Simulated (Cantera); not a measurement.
Cantera run:

```python
import numpy as np
import cantera as ct

gas_names = """
    C CH CH2 CH3 CH2OH CH3O CH4 CH3OH CN CO CO2 COOH C2 C2H CHCO,ketyl C2H2,acetylene C2H2,vinylidene
    CH2CO,ketene C2H3,vinyl CH3CN CH3CO,acetyl C2H4 C2H4O,ethylen CH3CHO,ethanal CH3COOH (HCOOH)2 C2H5
    C2H6 CH3OCH3 C2H5OH CCN CNC C2N2 C2O C3 C3H3,propargyl C3H4,allene C3H4,propyne C3H4,cyclo-
    C3H5,allyl C3H6,propylene C3H6,cyclo- C3H6O C3H7,n-propyl C3H7,i-propyl C3H8 C3H8O,1propanol
    C3H8O,2propanol C3O2 C4 C4H2 C4H4,1,3-cyclo- C4H6,butadiene C4H6,2-butyne C4H6,cyclo- C4H8,1-butene
    C4H8,cis2-buten C4H8,tr2-butene C4H8,isobutene C4H8,cyclo- (CH3COOH)2 C4H9,n-butyl C4H9,i-butyl
    C4H9,s-butyl C4H9,t-butyl C4H10,isobutane C4H10,n-butane C4N2 C5 C5H6,1,3cyclo- C5H8,cyclo-
    C5H10,1-pentene C5H10,cyclo- C5H11,pentyl C5H11,t-pentyl C5H12,n-pentane C5H12,i-pentane
    CH3C(CH3)2CH3 C6H2 C6H5,phenyl C6H5O,phenoxy C6H6 C6H5OH,phenol C6H10,cyclo- C6H12,1-hexene
    C6H12,cyclo- C6H13,n-hexyl C7H7,benzyl C7H8 C7H8O,cresol C7H14,1-heptene C7H15,n-heptyl
    C7H16,n-heptane C8H8,styrene C8H10,ethylbenz C8H16,1-octene C8H17,n-octyl C8H18,isooctane
    C8H18,n-octane C9H19,n-nonyl C10H8,naphthale C10H21,n-decyl C12H9,o-bipheny C12H10,bipheny Fe FeC5O5
    FeO Fe(OH)2 H HCN HCO HCCN HNC HNCO HNO HNO2 HNO3 HO2 H2 HCHO,formaldehy HCOOH H2O H2O2 N NCO NH NH2
    NH3 NH2OH NO NO2 NO3 N2 N2H2 N2H4 N2O O OH O2 O3
""".split()
cond_names = """
    C(gr) C6H6(L) C7H8(L) C8H18(L),n-octa Fe(a) Fe(c) Fe(d) Fe(L) FeC5O5(L) FeO(s) FeO(L) Fe(OH)2(s)
    Fe(OH)3(s) Fe2O3(s) Fe3O4(s) H2O(s) H2O(L)
""".split()


def load(file, names, dense=False):
    # The tables refer to 1 bar. Condensed volumes are neglected.
    table = {s.name: s for s in ct.Species.list_from_file(file)}
    out = []
    for n in names:
        d = dict(table[n].input_data)
        d["thermo"] = dict(d["thermo"], **{"reference-pressure": 1e5})
        if dense:
            d["equation-of-state"] = {"model": "constant-volume", "density": "1e6 g/cm^3"}
        out.append(ct.Species.from_dict(d))
    return out


gas = ct.Solution(thermo="ideal-gas", species=load("nasa_gas.yaml", gas_names))
cond = {s.name: ct.Solution(thermo="fixed-stoichiometry", species=[s], name=s.name)
        for s in load("nasa_condensed.yaml", cond_names, dense=True)}
atoms = {
    'Fe2O3': {'Fe': 2, 'O': 3},
    'CH4': {'C': 1, 'H': 4},
    'N2': {'N': 2},
}
top_T = {'C(gr)': 4500, 'Fe2O3(s)': 1830, 'Fe3O4(s)': 1870}  # K; cautious upper limits of use, not melting points


def equilibrate(T, P, feed):
    n = {}
    for name, mol in feed.items():
        for a, k in atoms[name].items():
            n[a] = n.get(a, 0.0) + k * mol
    gas.TPX = T, P, n
    mass = sum(n.values()) * gas.mean_molecular_weight
    gas.equilibrate("TP")
    valid = [c for c in cond.values() if c.min_temp <= T <= top_T.get(c.name, c.max_temp)]
    mix = ct.Mixture([(gas, mass / gas.mean_molecular_weight)] + [(c, 0.0) for c in valid])
    mix.T, mix.P = T, P
    mix.equilibrate("TP", solver="vcs", rtol=1e-11, max_steps=5000)
    return mix


results = []
feed = {'Fe2O3': 1, 'CH4': 4.5, 'N2': 0.15}  # mol
T = 1773  # K
P = 16000  # Pa
mix = equilibrate(T, P, feed)
results.append((T, P, feed, dict(zip(mix.species_names, mix.species_moles))))
print(gas.report(threshold=1e-05))
for i in range(1, mix.n_phases):
    print(f"{mix.phase(i).name:16s} {mix.phase_moles(i):12.5e} mol")
```

It prints:

```
       temperature   1773 K
          pressure   16000 Pa
           density   0.0095173 kg/m^3
  mean mol. weight   8.7687 kg/kmol
   phase of matter   gas

                          1 kg             1 kmol
                     ---------------   ---------------
          enthalpy        2.1824e+06        1.9137e+07  J
   internal energy        5.0123e+05        4.3951e+06  J
           entropy             25429        2.2298e+05  J/K
    Gibbs function       -4.2903e+07       -3.7621e+08  J
 heat capacity c_p            3882.4             34043  J/K
 heat capacity c_v            2934.2             25729  J/K

                      mass frac. Y      mole frac. X     chem. pot. / RT
                     ---------------   ---------------   ---------------
               CH4          0.000135        7.3787e-05            -44.99
                CO           0.78841           0.24682           -38.029
    C2H2,acetylene        0.00030747        0.00010355           -26.267
                Fe        0.00078708        0.00012359           -7.1317
                 H        7.0312e-05        0.00061165           -10.619
               HCN         0.0015649        0.00050773           -29.529
               HNC        5.5837e-05        1.8117e-05           -29.529
                H2           0.17005           0.73965           -21.238
                N2          0.038587          0.012078            -32.79
     [ +131 minor]        2.8096e-05        1.2401e-05

C(gr)             1.49030e+00 mol
Fe(d)             1.99850e+00 mol
FeC5O5(L)         0.00000e+00 mol
FeO(L)            0.00000e+00 mol
Fe2O3(s)          0.00000e+00 mol
Fe3O4(s)          0.00000e+00 mol
```

Cantera equilibrium calculation (NASA polynomials, part measured and part estimated; ideal gas, pure solids and liquids). Iron dissolves carbon and melts from about 1420 K in contact with it, which pure phases cannot show. Condensed phases not in the tables: cementite and carbon dissolved in iron.
